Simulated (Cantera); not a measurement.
Charge: 1 mol MgCO₃, 0.1 mol SO₃, 2.4 mol CO₂, at 550 °C and 14.0 bar.

Equilibrium computed with Cantera from the NASA thermochemical tables; the gas is ideal and each condensed phase is pure. Candidate condensed phases: C, Mg, MgCO₃, MgO, MgS, MgSO₄, S; 26 gas species. Rates play no part.

### Question
What is the equilibrium state?

### Answer
```json
{
  "x(CO₂)": "1.00",
  "n(MgO(s))": "0.900 mol",
  "n(MgSO₄(s))": "0.1000 mol",
  "gas_amount": "3.400 mol",
  "log10 activity of MgCO₃(s) (absent)": "-0.41",
  "log10 activity of C(graphite) (absent)": "-17.23",
  "log10 activity of S(l) (absent)": "-18.61"
}
```
